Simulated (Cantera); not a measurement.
A closed system holds: 1 mol C3H6, 0.52 mol H2O, 4.7 mol H2, at 1950 K and 13.3 mbar.

Cantera equilibrium calculation (NASA polynomials, part measured and part estimated; ideal gas, pure solids and liquids). Candidate condensed phases: C, C6H6, C7H8, C8H18, H2O; 110 gas species. The numbers say what is thermodynamically allowed, not how fast it happens.

**Question.** What is the equilibrium state?

**Answer.** 
| Item | Result |
|---|---|
| x(H2) | 0.931 |
| x(CO) | 0.0592 |
| x(H) | 0.00958 |
| x(C2H2 (acetylene)) | 0.000509 |
| x(CH4) | 5.62e-6 |
| x(CH3) | 1.15e-6 |
| n(C(graphite)) | 2.47 mol |
| gas amount | 8.782 mol |
